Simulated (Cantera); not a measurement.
Charge: 1 mol Si, 0.53 mol O2, 13 mol H2, 0.26 mol CO2, equilibrated at 0.00240 bar.

Cantera equilibrium calculation (NASA polynomials, part measured and part estimated; ideal gas, pure solids and liquids). Candidate condensed phases: C, C6H6, C7H8, C8H18, H2O, Si, SiC, SiO2; 123 gas species. Kinetics and transport are ignored.

**Question.** At 1973 K, list the 7 most abundant gas species with their mole fractions, and the condensed phases.

**Answer.** H2 0.865, SiO 0.0692, H 0.0256, H2O 0.0220, CO 0.0179, CO2 0.000101, OH 6.18e-5. Condensed: gas only.
